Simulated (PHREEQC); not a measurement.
Make-up at 49 °C: 11 mmol/kgw HBr, 33 mmol/kgw NaCl and 60 mmol/kgw KCl. Closed to the air; pH follows from the charge balance.

All values are PHREEQC results (ion-association model, phreeqc.dat), not measurements.

```tsv
quantity	before	after
pH	2.05	1.35
SI of Sylvite (KCl)	-3.51	-3.54
SI of Halite (NaCl)	-4.33	-4.36
```

Q: Which change was made?
(A) HBr from 0.011 to 0.055 mol/kgw
(B) NaCl from 0.033 to 0.33 mol/kgw
(C) KCl from 0.06 to 0.066 mol/kgw
(D) 0.00091 mol/kgw NaOH added

A: A, HBr from 0.011 to 0.055 mol/kgw

No solid was allowed to form. At this temperature some constants are extrapolated from 25 °C, and those without enthalpy data are left unchanged.
